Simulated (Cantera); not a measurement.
An adiabatic, constant-volume homogeneous reactor starts with 4.73 % CH4, 0.521 % C2H6, 2.13 % C3H8, 18.3 % O2, 68.7 % N2, 5.68 % H2O, equivalence ratio 1.2, at 1675 K and 1000000 Pa.

Cantera simulation using GRI-Mech 3.0 (53 species, 325 reactions); the numbers are that mechanism's predictions, not measurements. GRI-Mech 3.0 was tuned for natural gas; its chemistry of propane as a main component is partial and can be far from experiment. Above 3000 K some thermodynamic fits are extrapolated.

**Question.** Predict: time of steepest temperature rise; temperature at 0.200 s; equilibrium temperature; x(H2) at 0.200 s; x(NO) at 0.200 s; x(HCO) at 0.200 s.

**Answer.** 
- time of steepest temperature rise = 6.11 µs
- temperature at 0.200 s = 3152 K
- equilibrium temperature = 3152 K
- x(H2) at 0.200 s = 0.0341 (gas-phase equilibrium 0.0341)
- x(NO) at 0.200 s = 0.00954 (gas-phase equilibrium 0.00954)
- x(HCO) at 0.200 s = 9.01e-7 (gas-phase equilibrium 9.01e-7)
